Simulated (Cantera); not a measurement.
# Thermodynamics of boron, boron nitride and boron oxide, feed B₂O₃ + H₂O + N₂

Charge: 1 mol B₂O₃, 4.2 mol H₂O, 49 mol N₂, at 13.3 mbar.

These are equilibrium values from Cantera (NASA tables, ideal gas, pure condensed phases), not measurements of a reactor. Candidate condensed phases: B, BN, B₂O₃, B₃O₃H₃, H₂O; 39 gas species. Gases not in the tables: H₃BO₃. Kinetics and transport are ignored.

```csv
T (°C),x N₂,x H₂O,x HBO₂,x B₂O₃,x H₂,x O₂,x OH,n B₂O₃(l)
677,0.921,0.0788,2.11e-5,2.01e-11,7.05e-8,3.11e-8,2.11e-9,0.992
777,0.921,0.0788,0.000172,2.45e-9,5.21e-7,2.25e-7,2.45e-8,0.991
877,0.921,0.0784,0.000957,1.25e-7,2.72e-6,1.15e-6,1.86e-7,0.972
977,0.919,0.0768,0.00395,3.31e-6,1.09e-5,4.46e-6,1.01e-6,0.893
1077,0.915,0.0720,0.0127,5.27e-5,3.45e-5,1.36e-5,4.11e-6,0.655
1177,0.905,0.0611,0.0328,0.000564,8.80e-5,3.25e-5,1.28e-5,0.0810
1277,0.904,0.0597,0.0351,0.000871,0.000214,7.60e-5,3.74e-5,0
1377,0.904,0.0596,0.0347,0.00108,0.000474,0.000163,9.73e-5,0
1477,0.903,0.0593,0.0341,0.00131,0.000957,0.000320,0.000226,0
```
x: gas mole fraction; n: condensed amount in mol.

From 677 °C to 1177 °C the condensed part is B₂O₃(l). From 1277 °C to 1477 °C nothing is condensed.
